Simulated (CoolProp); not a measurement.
A simple Rankine cycle with R22: condensing at 317.15 K, boiler at 3.92 MPa, turbine inlet 358.6 K, turbine efficiency 0.6, pump efficiency 0.7, no recuperator. Each further row changes one setting.

Computed with CoolProp (reference Helmholtz-energy equation of state, Kamei 1995).

```
case                             thermal efficiency (%)  net work (kJ/kg)  heat in (kJ/kg)  turbine exit temperature (K)  volume ratio over the turbine
-------------------------------  ----------------------  ----------------  ---------------  ----------------------------  -----------------------------
as stated                                           4.6              7.15              156                         317.1                           2.62
turbine inlet 378.6 K                               5.1                 ?              187                             ?                           2.40
condensing temperature 309.15 K                       ?                 ?              167                         309.1                           3.22
boiler pressure 2.74 MPa                              ?              6.02              184                         334.2                              ?
turbine efficiency 0.5                              3.5                 ?              156                         317.1                              ?
```

Q: Complete the blanks.

A: 
- turbine inlet 378.6 K, net work (kJ/kg): 9.62
- turbine inlet 378.6 K, turbine exit temperature (K): 333.3
- condensing temperature 309.15 K, thermal efficiency (%): 5.6
- condensing temperature 309.15 K, net work (kJ/kg): 9.26
- boiler pressure 2.74 MPa, thermal efficiency (%): 3.3
- boiler pressure 2.74 MPa, volume ratio over the turbine: 1.64
- turbine efficiency 0.5, net work (kJ/kg): 5.48
- turbine efficiency 0.5, volume ratio over the turbine: 2.64

The expansion ends wet for: as stated; condensing temperature 309.15 K; turbine efficiency 0.5.
